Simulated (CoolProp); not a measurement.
Vapour-liquid equilibrium of benzene (1) + octamethylcyclotetrasiloxane (D4) (2) at 233.25 °C; x and y are mole fractions of (1).

Values from CoolProp's multi-fluid Helmholtz-energy mixture model, Thol 2012 and Thol 2015; pair parameters Bell 2016.

Question: Give the bubble pressure and the first vapour's composition at x = 0.15, 0.45, 0.85. Is there an azeotrope?

Answer: x = 0.15: 0.5397 MPa, y = 0.383; x = 0.45: 1.025 MPa, y = 0.749; x = 0.85: 1.929 MPa, y = 0.955. No azeotrope shows between x = 0.05 and 0.95.

Pair parameters are fitted to limited data, so mixtures are less certain than the pure fluids.
